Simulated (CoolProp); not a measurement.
Values from CoolProp's reference Helmholtz-energy equation of state, Fiedler 2023.

Problem. Give the vapour pressure (kPa), liquid density (kg/m³), vapour density (kg/m³), enthalpy of vaporisation (kJ/kg) of saturated tetrahydrofuran at 304.1, 327.4 K.

Solution. 
```json
[
 {"T (K)": "304.1", "p (kPa)": "27.9", "liquid density (kg/m³)": "875", "vapour density (kg/m³)": "0.805", "enthalpy of vaporisation (kJ/kg)": "442"},
 {"T (K)": "327.4", "p (kPa)": "68.3", "liquid density (kg/m³)": "849", "vapour density (kg/m³)": "1.85", "enthalpy of vaporisation (kJ/kg)": "425"}
]
```
